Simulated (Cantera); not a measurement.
## Reactions in the system C-F-Pb

Standard-state values (1 bar) from the NASA 1993 polynomials, evaluated with Cantera. Values are per mole of reaction as written; species without (g) are pure solids or liquids, kept so even where they would boil at 1 bar.

PbF2 + CF2(g) ⇌ Pb + CF4(g)

```csv
T (K),ΔH° (kJ),ΔS° (J/K),ΔG° (kJ),log10 K,condensed phases
825,-88.7,-52.9,-45.1,2.85,"PbF2(s), Pb(l)"
975,-91.7,-56.3,-36.8,1.97,"PbF2(s), Pb(l)"
1125,-108.5,-71.6,-28.0,1.30,"PbF2(l), Pb(l)"
1275,-113.7,-75.9,-16.9,0.69,"PbF2(l), Pb(l)"
1425,-118.8,-79.6,-5.3,0.19,"PbF2(l), Pb(l)"
1575,-123.8,-83.0,7.0,-0.23,"PbF2(l), Pb(l)"
1725,-128.7,-86.0,19.6,-0.59,"PbF2(l), Pb(l)"
```

Pb + 2 CF3(g) ⇌ PbF2 + 2 CF2(g)

```json
[
 {"T (K)": "825", "ΔH° (kJ)": "-85.6", "ΔS° (J/K)": "25.5", "ΔG° (kJ)": "-106.6", "log10 K": "6.75", "condensed phases": "Pb(l), PbF2(s)"},
 {"T (K)": "975", "ΔH° (kJ)": "-82.6", "ΔS° (J/K)": "28.9", "ΔG° (kJ)": "-110.7", "log10 K": "5.93", "condensed phases": "Pb(l), PbF2(s)"},
 {"T (K)": "1125", "ΔH° (kJ)": "-65.7", "ΔS° (J/K)": "44.2", "ΔG° (kJ)": "-115.5", "log10 K": "5.36", "condensed phases": "Pb(l), PbF2(l)"},
 {"T (K)": "1275", "ΔH° (kJ)": "-60.6", "ΔS° (J/K)": "48.5", "ΔG° (kJ)": "-122.4", "log10 K": "5.02", "condensed phases": "Pb(l), PbF2(l)"},
 {"T (K)": "1425", "ΔH° (kJ)": "-55.4", "ΔS° (J/K)": "52.3", "ΔG° (kJ)": "-130.0", "log10 K": "4.76", "condensed phases": "Pb(l), PbF2(l)"},
 {"T (K)": "1575", "ΔH° (kJ)": "-50.4", "ΔS° (J/K)": "55.7", "ΔG° (kJ)": "-138.1", "log10 K": "4.58", "condensed phases": "Pb(l), PbF2(l)"},
 {"T (K)": "1725", "ΔH° (kJ)": "-45.5", "ΔS° (J/K)": "58.7", "ΔG° (kJ)": "-146.7", "log10 K": "4.44", "condensed phases": "Pb(l), PbF2(l)"}
]
```

2 F(g) + Pb(g) ⇌ PbF2

```json
[
 {"T (K)": "825", "ΔH° (kJ)": "-1011.8", "ΔS° (J/K)": "-349.4", "ΔG° (kJ)": "-723.5", "log10 K": "45.81", "condensed phases": "PbF2(s)"},
 {"T (K)": "975", "ΔH° (kJ)": "-1007.4", "ΔS° (J/K)": "-344.5", "ΔG° (kJ)": "-671.5", "log10 K": "35.98", "condensed phases": "PbF2(s)"},
 {"T (K)": "1125", "ΔH° (kJ)": "-989.0", "ΔS° (J/K)": "-327.6", "ΔG° (kJ)": "-620.4", "log10 K": "28.81", "condensed phases": "PbF2(l)"},
 {"T (K)": "1275", "ΔH° (kJ)": "-982.0", "ΔS° (J/K)": "-321.8", "ΔG° (kJ)": "-571.7", "log10 K": "23.42", "condensed phases": "PbF2(l)"},
 {"T (K)": "1425", "ΔH° (kJ)": "-975.2", "ΔS° (J/K)": "-316.7", "ΔG° (kJ)": "-523.8", "log10 K": "19.20", "condensed phases": "PbF2(l)"},
 {"T (K)": "1575", "ΔH° (kJ)": "-968.3", "ΔS° (J/K)": "-312.2", "ΔG° (kJ)": "-476.7", "log10 K": "15.81", "condensed phases": "PbF2(l)"},
 {"T (K)": "1725", "ΔH° (kJ)": "-961.6", "ΔS° (J/K)": "-308.1", "ΔG° (kJ)": "-430.1", "log10 K": "13.02", "condensed phases": "PbF2(l)"}
]
```
